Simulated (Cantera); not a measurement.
**Adiabatic ignition**

An adiabatic, constant-volume homogeneous reactor starts with 7.05 % CH4, 19.6 % O2, 73.3 % N2, equivalence ratio 0.72, at 1223 K and 540 Torr.

Cantera simulation using GRI-Mech 3.0 (53 species, 325 reactions); the numbers are that mechanism's predictions, not measurements.

```
t (s)     T (K)  P (bar)   x CH4    x O2      x H2     x C2H    x C2H2
--------  -----  -------  ------  ------  --------  --------  --------
6.00e-6    1223    0.720  0.0705   0.196  3.40e-11    <1e-12    <1e-12
1.23e-5    1223    0.720  0.0705   0.196  8.32e-11    <1e-12    <1e-12
2.54e-5    1223    0.720  0.0705   0.196  1.94e-10    <1e-12    <1e-12
5.22e-5    1223    0.720  0.0705   0.196  4.66e-10    <1e-12    <1e-12
0.000107   1223    0.720  0.0705   0.196   1.21e-9    <1e-12    <1e-12
0.000221   1223    0.720  0.0705   0.196   3.65e-9    <1e-12    <1e-12
0.000455   1223    0.720  0.0705   0.196   1.36e-8    <1e-12    <1e-12
0.000935   1223    0.720  0.0705   0.196   6.63e-8    <1e-12    <1e-12
0.00192    1223    0.720  0.0705   0.196   4.30e-7    <1e-12    <1e-12
0.00396    1223    0.720  0.0705   0.196   2.74e-6    <1e-12  6.29e-12
0.00814    1224    0.720  0.0704   0.196   1.31e-5    <1e-12  1.71e-10
0.0168     1227    0.722  0.0699   0.196   6.81e-5    <1e-12   3.40e-9
0.0345     1336    0.790  0.0569   0.184   0.00376  5.77e-12   5.01e-6
0.0709     2659     1.60  <1e-12  0.0512   0.00534    <1e-12    <1e-12
0.146      2659     1.60  <1e-12  0.0512   0.00534    <1e-12    <1e-12
0.300      2659     1.60  <1e-12  0.0512   0.00534    <1e-12    <1e-12
```
x: mole fraction; the columns are a selection and need not sum to one.

time of steepest temperature rise: 34.9 ms
temperature at 0.300 s: 2659 K
equilibrium temperature: 2659 K
x(CH4) at 0.300 s: <1e-12 (gas-phase equilibrium <1e-12)
x(O2) at 0.300 s: 0.0512 (gas-phase equilibrium 0.0512)
x(H2) at 0.300 s: 0.00534 (gas-phase equilibrium 0.00534)
